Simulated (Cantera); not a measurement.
A freely propagating, adiabatic, planar premixed flame of H₂ : O₂ : N₂ : H₂O = 1 : 0.893 : 3.36 : 0.15 (molar parts), equivalence ratio 0.56, unburnt at 500 K and 0.120 bar; mixture-averaged transport, grid criteria slope 0.08 and curve 0.16, no radiation.

Model: the H2/O2 subset of GRI-Mech 3.0, which has no nitrogen chemistry, integrated in Cantera. Burning velocities carry a grid error of a few per cent, more on coarse grids. Lean hydrogen flames are cellular in practice and burn faster than this planar one.

Task: How do the results move with these cheaper or finer settings: unity-Lewis-number transport; multicomponent transport; multicomponent+Soret transport; grid criteria slope 0.5, curve 1; grid criteria slope 0.25, curve 0.5; grid criteria slope 0.03, curve 0.06?

Result: 
```tsv
setting	laminar burning velocity	thermal thickness	peak x(H₂O₂)	peak x(H)	grid points
as above	255 cm/s	6.18 mm	5.96e-6	0.0310	118
unity-Lewis-number transport	177 cm/s	4.20 mm	2.70e-6	0.0383	116
multicomponent transport	252 cm/s	6.14 mm	6.06e-6	0.0309	118
multicomponent+Soret transport	237 cm/s	6.08 mm	6.33e-6	0.0296	118
grid criteria slope 0.5, curve 1	303 cm/s	7.75 mm	4.74e-6	0.0336	34
grid criteria slope 0.25, curve 0.5	275 cm/s	6.78 mm	5.25e-6	0.0318	54
grid criteria slope 0.03, curve 0.06	251 cm/s	6.08 mm	6.13e-6	0.0308	269
```
Unity Lewis numbers drop preferential diffusion, which matters most where H2 and H carry the flame; Soret adds thermal diffusion.
